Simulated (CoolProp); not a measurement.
Saturation properties of dimethyl carbonate.

Computed with CoolProp (reference Helmholtz-energy equation of state, Zhou 2011).

| T (K) | p (MPa) | liquid density (kg/m³) | vapour density (kg/m³) | enthalpy of vaporisation (kJ/kg) | liquid cp (kJ/(kg K)) |
|---|---|---|---|---|---|
| 346.6 | 0.05780 | 997.5 | 1.842 | 387.1 | 1.919 |
| 364.1 | 0.1041 | 972.8 | 3.191 | 375.1 | [?] |
| 381.5 | 0.1754 | 947.5 | 5.206 | 362.6 | 2.006 |
| 399 | 0.2809 | 921.1 | 8.123 | 349.5 | 2.056 |
| 416.5 | 0.4300 | 893.7 | 12.20 | 335.5 | 2.111 |
| 433.9 | [?] | 865.1 | 17.72 | 320.5 | 2.171 |
| 451.4 | 0.9006 | 834.6 | 25.18 | 303.9 | 2.240 |
| 468.9 | [?] | 801.8 | 35.18 | 285.5 | 2.325 |
| 486.4 | 1.690 | 765.8 | 48.65 | [?] | 2.439 |

Question: Some entries are withheld; supply them.

Answer: 
- 364.1, liquid cp (kJ/(kg K)): 1.960
- 433.9, p (MPa): 0.6319
- 468.9, p (MPa): 1.248
- 486.4, enthalpy of vaporisation (kJ/kg): 264.4

It boils at 363.3 K under 1 atm.
